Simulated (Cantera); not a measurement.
Input: 1 mol Si₃N₄, 48 mol Cl₂, 16 mol H₂, at 1252 °C and 128 Torr.

Method: chemical equilibrium by Gibbs-energy minimisation in Cantera with the NASA 1993 tables (ideal gas, pure condensed phases). Candidate condensed phases: NH₄Cl, Si, Si₃N₄; 28 gas species. The numbers say what is thermodynamically allowed, not how fast it happens.

Base state: HCl 0.483, Cl₂ 0.343, Cl 0.0980, SiCl₄ 0.0453, N₂ 0.0302 (mole fractions); condensed: gas only.

### Question
What changes in the equilibrium state with this change: pressure from 128 Torr to 0.00750 Torr?

### Answer
```csv
species,before,after
Cl,0.0980,0.595
HCl,0.483,0.349
N₂,0.0302,0.0218
Cl₂,0.343,0.000746
SiCl₂,4.37e-9,0.0110
SiCl₄,0.0453,0.0145
H,1.30e-8,2.63e-5
SiCl₃,8.16e-6,0.00731
```
The tables' values for SiCl₃ are old estimates; treat these amounts as uncertain.
